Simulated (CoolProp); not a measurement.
CH3F (R41) along the isobar 1690 kPa: density (kg/m³) from the reference equation and from simpler models built on Tc = 317.3 K, pc = 5906 kPa, ω = 0.200; each cubic takes its own stable root.

The numbers come from the reference Helmholtz-energy equation of state, Lemmon 2006 in CoolProp. It is a short technical equation, of lower accuracy than the large ones.

```
T (K)  phase  reference  ideal gas  Redlich-Kwong  Peng-Robinson
-----  -----  ---------  ---------  -------------  -------------
309.5    gas      25.74      22.35          25.20              ?
326      gas      23.80          ?              ?          23.71
342.5    gas      22.21      20.20          21.99          22.16
359      gas      20.87      19.27          20.72          20.84
375.5    gas      19.71      18.42          19.61          19.69
392      gas      18.70          ?              ?          18.68
408.5    gas      17.80      16.93          17.75          17.78
425      gas      16.99      16.28          16.96          16.97
```

Fill in the missing entries.


- 309.5, Peng-Robinson: 25.55
- 326, ideal gas: 21.22
- 326, Redlich-Kwong: 23.47
- 392, ideal gas: 17.65
- 392, Redlich-Kwong: 18.63
